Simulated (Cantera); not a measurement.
Charge: 1 mol Si2Cl6, 0.83 mol Cl2, 53 mol H2, held at 1330 Pa.

These are equilibrium values from Cantera (NASA tables, ideal gas, pure condensed phases), not measurements of a reactor. Candidate condensed phases: Si; 19 gas species. The feed counts by its element totals alone. Equilibrium is a limit: real reactors are often held back by kinetics, nucleation or transport.

Over these rows the condensed part is Si(s). Partial pressures as log10 of bar:

```csv
T (K),1000/T (1/K),log p SiHCl3,log p H2,log p HCl,log p SiCl2
1050,0.9524,-4.13,-1.90,-3.34,-4.51
1125,0.8889,-4.28,-1.91,-3.15,-4.07
1200,0.8333,-4.52,-1.92,-3.03,-3.78
1275,0.7843,?,-1.92,-2.97,-3.61
1350,0.7407,-5.31,-1.92,-2.96,-3.54
1425,0.7018,-5.73,-1.92,-2.95,-3.50
```

Question: Fit log p(SiHCl3) = a + b·(1000/T) to the five rows, give the apparent enthalpy, and predict the row at 1275 K.

Answer: Means: 1000/T = 0.8234, log p = -4.794. Sxy = 0.278526, Sxx = 0.0426551, so b = 6.53 and a = -4.794 − (6.53)×0.8234 = -10.17.
Apparent enthalpy: −19.145 × (6.53) = -125 kJ/mol. With the condensed phases at unit activity, Si(s) + 3 HCl(g) = SiHCl3(g) + H2(g) links this pressure to the main gases: over the six rows their terms move log p by +1.19 in all, so the slope isn't that reaction's ΔH° alone. The five rows lie within 0.21 of the line; that is curvature, so one enthalpy describes this range poorly.
Prediction at 1275 K: -10.17 + (6.53)×0.7843 = -5.05. The computed value is -4.88, 0.17 from the line.
